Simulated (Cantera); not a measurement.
Thermodynamics of chemical vapour transport, feed Si + Cl2 + H2

A closed system holds: 1 mol Si, 0.012 mol Cl2, 0.089 mol H2, at 773.15 K and 9.40 bar.

Equilibrium computed with Cantera from the NASA thermochemical tables; the gas is ideal and each condensed phase is pure. Candidate condensed phases: Si; 19 gas species. Rates play no part.

```
Quantity         Result
----------  -----------
x(H2)             0.923
x(SiHCl3)        0.0428
x(SiCl4)         0.0294
x(SiH2Cl2)      0.00479
x(HCl)         0.000400
x(SiH3Cl)      0.000121
x(SiCl3)        5.74e-6
x(SiH4)         1.44e-6
n(Si(s))      0.993 mol
gas amount  0.09377 mol
```
